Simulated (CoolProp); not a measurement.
Properties of propylene along the isotherm 376.4 K (Tc = 364.2 K, pc = 4.555 MPa, ω = 0.146).

Model: reference Helmholtz-energy equation of state, Lemmon 2013, in CoolProp.

```json
[
 {"p (MPa)": "1.9", "phase": "gas", "cp (kJ/(kg K))": "2.058", "expansivity (1/kK)": "4.290", "fugacity coefficient": "0.8738"},
 {"p (MPa)": "3.8", "phase": "gas", "cp (kJ/(kg K))": "2.792", "expansivity (1/kK)": "9.442", "fugacity coefficient": "0.7513"},
 {"p (MPa)": "5.69", "phase": "supercritical", "cp (kJ/(kg K))": "11.79", "expansivity (1/kK)": "67.69", "fugacity coefficient": "0.6218"},
 {"p (MPa)": "7.59", "phase": "supercritical", "cp (kJ/(kg K))": "[?]", "expansivity (1/kK)": "[?]", "fugacity coefficient": "0.5054"},
 {"p (MPa)": "9.49", "phase": "supercritical", "cp (kJ/(kg K))": "3.450", "expansivity (1/kK)": "[?]", "fugacity coefficient": "0.4333"},
 {"p (MPa)": "11.4", "phase": "supercritical", "cp (kJ/(kg K))": "3.170", "expansivity (1/kK)": "5.540", "fugacity coefficient": "0.3851"},
 {"p (MPa)": "13.3", "phase": "supercritical", "cp (kJ/(kg K))": "3.012", "expansivity (1/kK)": "4.624", "fugacity coefficient": "0.3513"},
 {"p (MPa)": "15.2", "phase": "supercritical", "cp (kJ/(kg K))": "2.907", "expansivity (1/kK)": "4.031", "fugacity coefficient": "0.3266"},
 {"p (MPa)": "17.1", "phase": "supercritical", "cp (kJ/(kg K))": "2.832", "expansivity (1/kK)": "3.611", "fugacity coefficient": "0.3080"},
 {"p (MPa)": "19", "phase": "supercritical", "cp (kJ/(kg K))": "2.776", "expansivity (1/kK)": "3.295", "fugacity coefficient": "0.2938"},
 {"p (MPa)": "20.9", "phase": "supercritical", "cp (kJ/(kg K))": "[?]", "expansivity (1/kK)": "3.046", "fugacity coefficient": "0.2827"},
 {"p (MPa)": "22.8", "phase": "supercritical", "cp (kJ/(kg K))": "2.694", "expansivity (1/kK)": "2.844", "fugacity coefficient": "[?]"}
]
```

### Question
What belongs in the gaps?

### Answer

- 7.59, cp (kJ/(kg K)): 4.138
- 7.59, expansivity (1/kK): 11.54
- 9.49, expansivity (1/kK): 7.215
- 20.9, cp (kJ/(kg K)): 2.731
- 22.8, fugacity coefficient: 0.2741

The peak of cp marks the crossing from liquid-like to gas-like fluid above the critical point.
